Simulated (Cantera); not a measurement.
Cantera run:

```python
import numpy as np
import cantera as ct

gas_names = [...]  # 136 gases of nasa_gas.yaml made of C, H, N, O
cond_names = """
    C(gr) C6H6(L) C7H8(L) C8H18(L),n-octa H2O(s) H2O(L)
""".split()


# ... load() reads the species with a 1 bar reference pressure and builds the phases ...
atoms = {
    'C3H6': {'C': 3, 'H': 6},
    'NH3': {'N': 1, 'H': 3},
    'H2O': {'H': 2, 'O': 1},
}
top_T = {'C(gr)': 4500}  # K; cautious upper limits of use, not melting points


# ... equilibrate(T, P, feed) seeds the gas with the atoms and calls Mixture.equilibrate('TP', solver="vcs", rtol=1e-11, max_steps=5000) ...
results = []
T = 1323.15  # K
P = 13332.2  # Pa
for m in [0.39, 1.1, 1.9, 2.6, 3.4, 4.1, 4.9, 5.6]:
    feed = {'C3H6': 1, 'NH3': 0.01, 'H2O': m}  # mol
    mix = equilibrate(T, P, feed)
    results.append((T, P, feed, dict(zip(mix.species_names, mix.species_moles))))

top = {s: max(r[3][s] / sum(r[3][g] for g in gas_names) for r in results) for s in gas_names}
cols = sorted((s for s in top if top[s] > 1e-05), key=lambda s: -top[s])[:5]
seen = [c for c in cond_names if any(r[3].get(c, 0) > 1e-12 for r in results)]
print("log10 of partial pressures in bar; condensed amounts in mol")
print(f"{'n(H2O)':>10s}" + "".join(f"{s[:9]:>10s}" for s in cols + seen))
for T, P, feed, n in results:
    ng = sum(n[g] for g in gas_names)
    print(f"{feed['H2O']:10.4g}" + "".join(f"{np.log10(max(n[s] / ng * P / 1e5, 1e-99)):10.3f}" for s in cols)
          + "".join(f"{n.get(c, 0):10.4g}" for c in seen))
```

It prints:

```
log10 of partial pressures in bar; condensed amounts in mol
    n(H2O)        H2        CO       H2O       CO2        N2     C(gr)
      0.39    -0.923    -1.864    -4.923    -6.132    -3.757     2.608
       1.1    -0.979    -1.551    -4.666    -5.507    -3.895     1.898
       1.9    -1.018    -1.430    -4.583    -5.265    -4.011     1.098
       2.6    -1.041    -1.375    -4.552    -5.154    -4.093    0.3986
       3.4    -1.064    -1.384    -2.347    -2.935    -4.150         0
       4.1    -1.086    -1.435    -1.933    -2.551    -4.181         0
       4.9    -1.110    -1.490    -1.723    -2.371    -4.214         0
       5.6    -1.129    -1.535    -1.609    -2.283    -4.241         0
```

These are equilibrium values from Cantera (NASA tables, ideal gas, pure condensed phases), not measurements of a reactor.
